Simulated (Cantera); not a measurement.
Charge: 1 mol Ta(OEt)5, 2.3 mol CO2, 37 mol H2, equilibrated at 1500 Torr.

Cantera equilibrium calculation (NASA polynomials, part measured and part estimated; ideal gas, pure solids and liquids). Candidate condensed phases: C, C6H6, C7H8, C8H18, H2O, Ta, TaC, Ta2O5; 113 gas species. The feed counts by its element totals alone. TaC: taken at fixed stoichiometry. Condensed phases not in the tables: Ta2C. Equilibrium is a limit: real reactors are often held back by kinetics, nucleation or transport. All values below are at 1125 °C.

Base state: H2 0.830, CO 0.162, CH4 0.00603, H2O 0.00102, CO2 9.24e-5 (mole fractions); condensed: C(graphite) + TaC(s).

Question: What changes in the equilibrium state with this change: pressure from 1500 Torr to 750 Torr?

Answer: 
```json
[
 {"species": "H2", "before": "0.830", "after": "0.834"},
 {"species": "CO", "before": "0.162", "after": "0.162"},
 {"species": "CH4", "before": "0.00603", "after": "0.00304"},
 {"species": "H2O", "before": "0.00102", "after": "0.000513"},
 {"species": "CO2", "before": "9.24e-5", "after": "4.62e-5"},
 {"species": "C(graphite), mol", "before": "1.41", "after": "1.55"},
 {"species": "TaC(s), mol", "before": "1.00", "after": "1.00"}
]
```
